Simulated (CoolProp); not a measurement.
Model: reference Helmholtz-energy equation of state, Younglove 1994, in CoolProp. It is a modified Benedict-Webb-Rubin equation, recast in Helmholtz form.

Problem. For R123, give the phase and the Z, cp (kJ/(kg K)), cv (kJ/(kg K)), expansivity (1/kK) at 500 K and 2.69 MPa.

Solution. 
- 500 K and 2.69 MPa: gas; Z 0.792, cp 1.00, cv 0.844, expansivity 4.41
